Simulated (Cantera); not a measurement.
Feed: 1 mol SiH2Cl2, 16 mol O2, 1.2 mol H2, held at 0.000880 bar.

Method: chemical equilibrium by Gibbs-energy minimisation in Cantera with the NASA 1993 tables (ideal gas, pure condensed phases). Candidate condensed phases: H2O, Si, SiO2; 30 gas species. The tables hold silica as quartz up to 1696 K and as liquid above; real silica turns to tridymite and cristobalite and melts near 1996 K. Kinetics and transport are ignored. All values below are at 1300 °C.

Base state: O2 0.806, HCl 0.0876, H2O 0.0798, Cl 0.0251, OH 0.00104, O 0.000316, Cl2 6.38e-5, ClO 1.51e-5 (mole fractions); condensed: SiO2(β-quartz).

Question: What changes in the equilibrium state with this change: O2 from 16 to 0.15 mol?

Answer: 
| species | before | after |
|---|---|---|
| H2 | 1.44e-5 | 0.540 |
| SiCl2 | <1e-9 | 0.194 |
| HCl | 0.0876 | 0.176 |
| O2 | 0.806 | <1e-9 |
| SiO | 2.62e-9 | 0.0857 |
| H2O | 0.0798 | 1.55e-7 |
| Cl | 0.0251 | 0.000261 |
| SiCl3 | <1e-9 | 0.00220 |
| OH | 0.00104 | <1e-9 |
| O | 0.000316 | <1e-9 |
| SiCl | <1e-9 | 0.000179 |
| SiCl4 | <1e-9 | 6.54e-5 |
| SiO2(β-quartz), mol | 1.00 | 0 |
| Si(s), mol | 0 | 0.0119 |
The tables' values for SiCl3, SiCl are old estimates; treat these amounts as uncertain.
